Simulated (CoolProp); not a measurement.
R410A along the isotherm 206.8 K: density (kg/m³) from the reference equation and from simpler models built on Tc = 344.5 K, pc = 49.01 bar, ω = 0.296; each cubic takes its own stable root.

Computed with CoolProp (reference Helmholtz-energy equation of state, Lemmon 2003). It is a pseudo-pure fit of the blend.

```
p (bar)   phase  reference  Soave-Redlich-Kwong  Peng-Robinson
-------  ------  ---------  -------------------  -------------
7.66     liquid       1397                  [?]           1319
15.3     liquid       1399                 1171           1321
23       liquid       1400                 1173            [?]
30.6     liquid       1401                 1174           1324
38.3     liquid       1403                 1176           1325
45.9     liquid       1404                 1177           1326
53.6     liquid       1406                 1178            [?]
61.3     liquid        [?]                 1180            [?]
```

Q: Fill in the missing entries.

A: 
- 7.66, Soave-Redlich-Kwong: 1170
- 23, Peng-Robinson: 1322
- 53.6, Peng-Robinson: 1328
- 61.3, reference: 1407
- 61.3, Peng-Robinson: 1329
